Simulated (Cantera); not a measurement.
Input: 1 mol Si3N4, 0.0053 mol O2, 240 mol N2.

Method: chemical equilibrium by Gibbs-energy minimisation in Cantera with the NASA 1993 tables (ideal gas, pure condensed phases). Candidate condensed phases: Si, SiO2, Si2N2O, Si3N4; 16 gas species. Mutual solubility and eutectic melting of coexisting phases are not modelled. The numbers say what is thermodynamically allowed, not how fast it happens.

Q: What condenses at these points (T in K, P in Pa): (1698, 770); (1698, 3.6); (1623, 170000); (1473, 0.60); (1173, 1000000); (1398, 1000000)?

A: 
```csv
T (K),P in Pa,condensed phases,Si condensed (%)
1698,770,Si3N4,99.4
1698,3.6,gas only,0.0
1623,170000,Si2N2O + Si3N4,100.0
1473,0.60,Si,92.2
1173,1000000,Si2N2O + Si3N4,100.0
1398,1000000,Si2N2O + Si3N4,100.0
```
